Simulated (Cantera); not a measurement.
A perfectly stirred reactor is fed with CH4 : H2O = 1 : 2.8 (molar parts), at 24000 Pa; it is held at 1925 K, and followed from long to short residence time.

Detailed kinetics in Cantera: GRI-Mech 3.0 (53 species, 325 reactions).

**Question.** What does this change do: temperature 1925 to 1275 K?

**Answer.** 
```tsv
quantity	before	after
x(CH4) at τ = 10.0 s	0.000584	0.253
x(H2O) at τ = 10.0 s	0.292	0.731
x(CH2) at τ = 10.0 s	9.02e-8	3.01e-11
x(HCO) at τ = 10.0 s	2.38e-8	1.59e-12
x(O) at τ = 10.0 s	1.23e-7	<1e-12
x(CH4) at τ = 52.0 ms	0.0202	0.263
x(H2O) at τ = 52.0 ms	0.403	0.737
x(CH2) at τ = 52.0 ms	3.78e-6	4.08e-12
x(HCO) at τ = 52.0 ms	1.19e-7	<1e-12
x(O) at τ = 52.0 ms	1.27e-7	<1e-12
```
